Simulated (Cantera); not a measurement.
## Adiabatic ignition

An adiabatic, constant-volume homogeneous reactor starts with 8.87 % CH4, 1.42 % CO, 7.69 % O2, 76.9 % N2, 5.14 % H2O, equivalence ratio 2.4, at 1773 K and 3.16 atm.

Model: GRI-Mech 3.0 (53 species, 325 reactions), integrated in Cantera.

```csv
t (s),T (K),P (bar),x CH4,x CO,x O2,x NO,x O
3.00e-6,1773,3.20,0.0886,0.0142,0.0769,<1e-12,1.87e-7
9.54e-6,1772,3.20,0.0884,0.0142,0.0768,4.69e-12,3.70e-7
3.04e-5,1772,3.20,0.0870,0.0142,0.0764,4.06e-11,1.09e-6
9.65e-5,1828,3.33,0.0670,0.0192,0.0662,3.44e-9,1.01e-5
0.000307,2393,4.74,0.000436,0.0785,1.57e-6,0.000102,4.26e-6
0.000977,2387,4.75,1.72e-7,0.0817,1.62e-6,0.000225,4.71e-6
0.00311,2388,4.75,1.59e-10,0.0818,1.68e-6,0.000144,4.86e-6
0.00988,2389,4.75,1.46e-10,0.0817,1.69e-6,7.10e-5,4.90e-6
0.0314,2389,4.75,1.44e-10,0.0817,1.70e-6,5.09e-5,4.91e-6
0.100,2389,4.75,1.44e-10,0.0817,1.70e-6,5.03e-5,4.91e-6
```
x: mole fraction; the columns are a selection and need not sum to one.

```json
{
 "time_of_steepest_temperature_rise": "0.129 ms",
 "temperature at 0.100 s": "2389 K",
 "equilibrium_temperature": "2389 K",
 "x(CH4) at 0.100 s": "1.44e-10 (gas-phase equilibrium 1.63e-10)",
 "x(CO) at 0.100 s": "0.0817 (gas-phase equilibrium 0.0817)",
 "x(O2) at 0.100 s": "1.70e-6 (gas-phase equilibrium 1.70e-6)"
}
```
